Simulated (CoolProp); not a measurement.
A single-stage vapour-compression cycle with hydrogen sulfide: evaporating at 199.15 K (dew point), condensing at 250.15 K (bubble point), superheat 8 K, subcooling 5 K, compressor efficiency 0.75, no pressure losses. Each further row changes one setting.

Values from CoolProp's reference Helmholtz-energy equation of state, Lemmon 2006. It is a short technical equation, of lower accuracy than the large ones.

```csv
case,cooling COP,pressure ratio,discharge temperature (K),refrigerating effect (kJ/kg),volumetric capacity (kJ/m³)
as stated,2.29,10.3,416.6,478,458
evaporating temperature 204.15 K,2.68,7.71,393.7,482,603
condensing temperature 245.15 K,2.59,8.57,396.4,488,468
subcooling 10 K,2.33,10.3,416.6,488,468
superheat 18 K,2.22,10.3,435.6,488,446
compressor efficiency 0.65,1.98,10.3,446.5,478,458
```
